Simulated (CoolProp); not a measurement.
Vapour-liquid equilibrium of n-heptane (1) + o-xylene (2) at 0.0134 MPa; x and y are mole fractions of (1).

Computed with CoolProp (multi-fluid Helmholtz-energy mixture model, Span 2003 and Zhou 2012; pair parameters Bell 2016).

| x | bubble temperature (K) | y at the bubble point | dew temperature at overall composition x (K) | liquid density (mol/L) |
|---|---|---|---|---|
| 0.05 | 348.4 | 0.253 | [?] | 7.760 |
| 0.125 | 341.7 | 0.476 | [?] | [?] |
| 0.2 | 336.7 | 0.608 | 349.8 | 7.610 |
| 0.275 | 333.0 | 0.695 | 347.8 | 7.522 |
| 0.35 | 330.0 | 0.756 | 345.7 | 7.430 |
| 0.425 | 327.5 | 0.803 | 343.4 | [?] |
| 0.5 | 325.3 | 0.841 | 340.8 | 7.242 |
| 0.575 | 323.4 | [?] | 338.1 | 7.148 |
| 0.65 | 321.7 | 0.899 | [?] | 7.054 |
| 0.725 | 320.1 | 0.924 | 331.5 | 6.962 |
| 0.8 | 318.7 | 0.946 | 327.6 | 6.872 |
| 0.875 | 317.3 | 0.967 | 323.2 | 6.782 |
| 0.95 | 315.9 | 0.987 | 318.4 | 6.695 |

**Question.** Complete the blanks.

**Answer.** 
- 0.05, dew temperature at overall composition x (K): 353.4
- 0.125, dew temperature at overall composition x (K): 351.7
- 0.125, liquid density (mol/L): 7.691
- 0.425, liquid density (mol/L): 7.336
- 0.575, y at the bubble point: 0.872
- 0.65, dew temperature at overall composition x (K): 335.0

No azeotrope shows between x = 0.05 and 0.95.

Pair parameters are fitted to limited data, so mixtures are less certain than the pure fluids.
